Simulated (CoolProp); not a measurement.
Vapour-liquid equilibrium of n-pentane (1) + benzene (2) at 76.65 °C; x and y are mole fractions of (1).

Computed with CoolProp (multi-fluid Helmholtz-energy mixture model, Thol 2019 and Thol 2012; pair parameters Bell 2016).

**Question.** Give the bubble pressure and the first vapour's composition at x = 0.45, 0.65, 0.75. Is there an azeotrope?

**Answer.** x = 0.45: 0.2279 MPa, y = 0.741; x = 0.65: 0.2686 MPa, y = 0.842; x = 0.75: 0.2882 MPa, y = 0.887. No azeotrope shows between x = 0.05 and 0.95.

Pair parameters are fitted to limited data, so mixtures are less certain than the pure fluids.
